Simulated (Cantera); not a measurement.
Charge: 1 mol (CH₃)₂SiCl₂, 0.76 mol HCl, 36 mol H₂, 0.078 mol C₂H₂, equilibrated at 2025 °C and 130 Pa.

Method: chemical equilibrium by Gibbs-energy minimisation in Cantera with the NASA 1993 tables (ideal gas, pure condensed phases). Candidate condensed phases: C, C₆H₆, C₇H₈, C₈H₁₈, Si, SiC; 109 gas species. The feed counts by its element totals alone. The tables' values for SiCl are old estimates; treat these amounts as uncertain. Rates play no part.

Base state: H₂ 0.696, H 0.222, HCl 0.0470, Si 0.0176, Cl 0.0108, C₂H₂ (acetylene) 0.00298, SiC₂ 0.00241, SiCl 0.000303 (mole fractions); condensed: C(graphite).

What changes in the equilibrium state with this change: temperature from 2025 °C to 1702 °C?


```csv
species,before,after
H₂,0.696,0.896
HCl,0.0470,0.0631
H,0.222,0.0359
Si,0.0176,0.00124
Cl,0.0108,0.00189
C₃,1.24e-5,1.14e-8
C₂H,4.27e-5,4.01e-7
SiC₂,0.00241,4.57e-5
Si₂C,0.000248,3.06e-5
"C(graphite), mol",1.63,1.19
"SiC(s), mol",0,0.915
```
